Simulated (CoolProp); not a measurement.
Computed with CoolProp (reference Helmholtz-energy equation of state, Beckmüller 2019).

Q: For n-octane, give the phase and the cv (kJ/(kg K)), viscosity (µPa s), conductivity (mW/(m K)) at 506.8 K and 101 kPa; 535.1 K and 101 kPa.

A: 
- 506.8 K and 101 kPa: gas; cv 2.47, viscosity 9.57, conductivity 32.0
- 535.1 K and 101 kPa: gas; cv 2.57, viscosity 10.1, conductivity 35.5

Viscosity comes from a separate model (Huber 2004). Thermal conductivity comes from a separate model (Huber 2005).
